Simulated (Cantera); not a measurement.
FeS + O2 + N2 (roasting and sulfation)

Charge: 1 mol FeS, 4.6 mol O2, 4.4 mol N2, at 0.100 bar.

These are equilibrium values from Cantera (NASA tables, ideal gas, pure condensed phases), not measurements of a reactor. Candidate condensed phases: Fe, FeO, FeS, FeSO4, FeS2, Fe2O3, Fe2(SO4)3, Fe3O4, S; 19 gas species. The numbers say what is thermodynamically allowed, not how fast it happens.

```csv
T (K),x N2,x O2,x SO2,x SO3,n Fe2O3(s),n Fe2(SO4)3(s)
625,0.652,0.348,1.06e-8,4.34e-6,0.167,0.333
725,0.651,0.348,2.15e-5,0.000640,0.168,0.332
825,0.627,0.338,0.00686,0.0278,0.248,0.252
925,0.549,0.327,0.0675,0.0572,0.500,0
1025,0.540,0.337,0.0982,0.0245,0.500,0
1125,0.536,0.342,0.112,0.0102,0.500,0
1225,0.534,0.344,0.117,0.00457,0.500,0
1325,0.534,0.344,0.119,0.00228,0.500,0
```
x: gas mole fraction; n: condensed amount in mol.

From 625 K to 825 K the condensed part is Fe2O3(s) + Fe2(SO4)3(s). From 925 K to 1325 K the condensed part is Fe2O3(s).
